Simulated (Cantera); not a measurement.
Input: 1 mol SrCl₂, a varied amount of N₂, held at 1998.15 K and 31.0 mbar.

Equilibrium computed with Cantera from the NASA thermochemical tables; the gas is ideal and each condensed phase is pure. Candidate condensed phases: Sr, SrCl₂; 7 gas species. The numbers say what is thermodynamically allowed, not how fast it happens.

x: gas mole fraction; nothing condenses.

```json
[
 {"n(N₂) (mol)": "0.12", "x N₂": "0.107", "x SrCl₂": "0.889", "x Cl": "0.00193", "x SrCl": "0.00190", "x Sr": "1.51e-5", "x Cl₂": "2.16e-7", "x N": "1.63e-9"},
 {"n(N₂) (mol)": "0.19", "x N₂": "0.159", "x SrCl₂": "0.837", "x Cl": "0.00187", "x SrCl": "0.00185", "x Sr": "1.51e-5", "x Cl₂": "2.03e-7", "x N": "1.99e-9"},
 {"n(N₂) (mol)": "0.3", "x N₂": "0.230", "x SrCl₂": "0.766", "x Cl": "0.00179", "x SrCl": "0.00176", "x Sr": "1.51e-5", "x Cl₂": "___", "x N": "2.39e-9"},
 {"n(N₂) (mol)": "0.47", "x N₂": "0.319", "x SrCl₂": "0.677", "x Cl": "0.00169", "x SrCl": "0.00166", "x Sr": "1.51e-5", "x Cl₂": "___", "x N": "2.82e-9"},
 {"n(N₂) (mol)": "0.74", "x N₂": "0.425", "x SrCl₂": "0.572", "x Cl": "0.00155", "x SrCl": "0.00152", "x Sr": "1.50e-5", "x Cl₂": "___", "x N": "3.25e-9"},
 {"n(N₂) (mol)": "1.2", "x N₂": "0.545", "x SrCl₂": "0.453", "x Cl": "0.00138", "x SrCl": "0.00135", "x Sr": "1.50e-5", "x Cl₂": "___", "x N": "3.68e-9"},
 {"n(N₂) (mol)": "1.8", "x N₂": "0.642", "x SrCl₂": "0.355", "x Cl": "0.00123", "x SrCl": "0.00120", "x Sr": "1.50e-5", "x Cl₂": "___", "x N": "4.00e-9"},
 {"n(N₂) (mol)": "2.9", "x N₂": "0.743", "x SrCl₂": "0.255", "x Cl": "0.00104", "x SrCl": "0.00101", "x Sr": "1.49e-5", "x Cl₂": "___", "x N": "4.30e-9"},
 {"n(N₂) (mol)": "4.5", "x N₂": "0.817", "x SrCl₂": "0.181", "x Cl": "0.000879", "x SrCl": "0.000850", "x Sr": "1.48e-5", "x Cl₂": "___", "x N": "4.51e-9"},
 {"n(N₂) (mol)": "7.2", "x N₂": "0.877", "x SrCl₂": "0.121", "x Cl": "0.000723", "x SrCl": "0.000693", "x Sr": "1.47e-5", "x Cl₂": "___", "x N": "4.67e-9"},
 {"n(N₂) (mol)": "11", "x N₂": "0.916", "x SrCl₂": "0.0827", "x Cl": "0.000599", "x SrCl": "0.000570", "x Sr": "1.46e-5", "x Cl₂": "___", "x N": "4.78e-9"},
 {"n(N₂) (mol)": "18", "x N₂": "0.947", "x SrCl₂": "0.0521", "x Cl": "0.000479", "x SrCl": "0.000450", "x Sr": "1.44e-5", "x Cl₂": "___", "x N": "4.85e-9"}
]
```

Problem. Fill in the missing entries.

Solution. 
- 0.3, x Cl₂: 1.86e-7
- 0.47, x Cl₂: 1.65e-7
- 0.74, x Cl₂: 1.39e-7
- 1.2, x Cl₂: 1.10e-7
- 1.8, x Cl₂: 8.70e-8
- 2.9, x Cl₂: 6.27e-8
- 4.5, x Cl₂: 4.47e-8
- 7.2, x Cl₂: 3.02e-8
- 11, x Cl₂: 2.08e-8
- 18, x Cl₂: 1.32e-8
